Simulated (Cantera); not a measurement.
**Moist CO burnout**

A perfectly stirred reactor is fed with CO : O₂ : H₂O : N₂ = 0.013 : 0.044 : 0.015 : 1 (molar parts), at 5.00 bar; it is held at 1175 K, and followed from long to short residence time.

Detailed kinetics in Cantera: GRI-Mech 3.0 (53 species, 325 reactions).

| τ (s) | x CO | x O₂ | x H₂O | x NO | x H₂ | x CO₂ | x O |
|---|---|---|---|---|---|---|---|
| 0.76 | 0.000754 | 0.0356 | 0.0141 | 3.07e-8 | 1.90e-6 | 0.0114 | 4.45e-7 |
| 0.32 | 0.00134 | 0.0358 | 0.0141 | 2.87e-8 | 3.59e-6 | 0.0109 | 8.49e-7 |
| 0.14 | 0.00228 | 0.0363 | 0.0141 | 2.23e-8 | 6.44e-6 | 0.00991 | 1.49e-6 |
| 0.059 | 0.00381 | 0.0370 | 0.0140 | 1.39e-8 | 1.11e-5 | 0.00837 | 2.48e-6 |
| 0.025 | 0.00587 | 0.0380 | 0.0140 | 6.94e-9 | 1.70e-5 | 0.00629 | 3.72e-6 |
| 0.011 | 0.00803 | 0.0391 | 0.0140 | 2.85e-9 | 2.14e-5 | 0.00412 | 4.89e-6 |
| 0.0045 | 0.00998 | 0.0400 | 0.0140 | 8.77e-10 | 2.15e-5 | 0.00216 | 5.76e-6 |
| 0.0019 | 0.0112 | 0.0406 | 0.0140 | 2.48e-10 | 1.58e-5 | 0.000973 | 5.97e-6 |
| 0.00082 | 0.0118 | 0.0409 | 0.0140 | 6.50e-11 | 8.12e-6 | 0.000379 | 5.44e-6 |
| 0.00035 | 0.0120 | 0.0410 | 0.0140 | 1.10e-11 | 2.25e-6 | 0.000104 | 3.77e-6 |
x: mole fraction; the columns are a selection and need not sum to one.
